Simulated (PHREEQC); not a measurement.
A solution holds 18 mmol/kgw CuCl2, 0.12 mmol/kgw HBF4 and 0.89 mmol/kgw Na2CO3, at 20 °C. Closed to the air; pH follows from the charge balance.

The numbers come from PHREEQC with the ion-association model, wateq4f.dat.

**Question.** The ionic strength comes out as 0.0525 mol/kgw. What activity coefficients do CuOH+, Na+, CuHCO3+, CuF+, Cu+2 get?

**Answer.** CuOH+ 0.81, Na+ 0.82, CuHCO3+ 0.82, CuF+ 0.82, Cu+2 0.48.

This is a speciation only: nothing precipitates in the calculation. The solution is supersaturated, for example in Atacamite, Malachite, so a real one may precipitate; this is no full list. Real BF4- forms and hydrolyses slowly; the run takes it at equilibrium.
